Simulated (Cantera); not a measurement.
An isothermal, constant-pressure homogeneous reactor starts with CH₄ : CO₂ = 1 : 0.33 (molar parts), at 1850 K and 97.5 Torr. Integrator tolerance rtol = 1e-08.

Cantera simulation using GRI-Mech 3.0 (53 species, 325 reactions); the numbers are that mechanism's predictions, not measurements. GRI-Mech 3.0 stops at C3 and has no aromatics, soot or wall deposition, so with more carbon than oxygen in the feed, carbon stays in small species such as C2H2 where larger ones or solid carbon would form.

```
quantity                                             before                                    after
-----------------  ----------------------------------------  ---------------------------------------
x(CH₄) at 2.00 s   0.00117 (gas-phase equilibrium 0.000913)  0.00135 (gas-phase equilibrium 0.00132)
x(CO₂) at 2.00 s    1.15e-5 (gas-phase equilibrium 1.59e-8)  1.45e-7 (gas-phase equilibrium 2.79e-9)
x(HO₂) at 2.00 s      <1e-12 (gas-phase equilibrium <1e-12)    <1e-12 (gas-phase equilibrium <1e-12)
x(C₂H₂) at 2.00 s       0.125 (gas-phase equilibrium 0.125)      0.193 (gas-phase equilibrium 0.193)
x(CH₃) at 2.00 s    4.45e-5 (gas-phase equilibrium 3.49e-5)  4.90e-5 (gas-phase equilibrium 4.79e-5)
```

Problem. Which change was made?
A. CH4 1 to 2.6 parts
B. CH4 1 to 0.7 parts
C. pressure from 97.5 Torr to 3680 Torr
D. temperature 1850 to 1225 K

Solution. A, CH4 1 to 2.6 parts
